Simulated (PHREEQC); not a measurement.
1.8 g of hydrous ferric oxide (600 m²/g; 0.2 weak and 0.005 strong sites per Fe, Dzombak-Morel constants, diffuse double layer) in 1 kg of water with 0.1 mol/kgw of an inert sodium salt, at 25 °C; the pH is set by adding NaOH or the inert anion's acid. Oxygen alone is held at its pressure in air (log pO2 = -0.68). No CO2 enters from the air. Nothing may precipitate in this run.

Equilibrium calculation in PHREEQC: ion-association model, wateq4f.dat.

| pH | surface charge σ (C/m²) | surface potential ψ (mV) |
|---|---|---|
| 3 | 0.363 | 152 |
| 3.5 | 0.350 | ? |
| 4 | 0.321 | 146 |
| 4.5 | 0.273 | 138 |
| 5 | ? | 126 |
| 5.5 | 0.159 | 111 |
| 6 | ? | 93 |
| 6.5 | 0.074 | ? |
| 7 | 0.045 | 52 |
| 7.5 | 0.022 | 29 |
| 8 | ? | 5 |
| 8.5 | -0.014 | ? |
| 9 | -0.034 | -42 |

Problem. Some entries are withheld; supply them.

Solution. 
- 3.5, surface potential ψ (mV): 151
- 5, surface charge σ (C/m²): 0.215
- 6, surface charge σ (C/m²): 0.112
- 6.5, surface potential ψ (mV): 74
- 8, surface charge σ (C/m²): 0.004
- 8.5, surface potential ψ (mV): -19

The oxide is taken as insoluble; below pH 4 it would dissolve.
